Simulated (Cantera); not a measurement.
A perfectly stirred reactor is fed with H2 : O2 = 0.0063 : 1 (molar parts), equivalence ratio 0.0032, at 1600 Pa; it is held at 1450 K, and followed from long to short residence time.

Cantera simulation using the H2/O2 subset of GRI-Mech 3.0, which has no nitrogen chemistry; the numbers are that mechanism's predictions, not measurements. Radical loss at walls, strong at low pressure, is not modelled.

One state of this run: x H2 = 0.00428; x O2 = 0.992; x H = 7.10e-5; x OH = 0.000956; x H2O2 = 6.30e-9; x H2O = 0.00147. x: mole fraction; the columns are a selection and need not sum to one.

### Question
Which value of τ (s) does it belong to?
(A) 0.00060
(B) 7.5
(C) 0.44
(D) 0.0015

### Answer
A, 0.00060
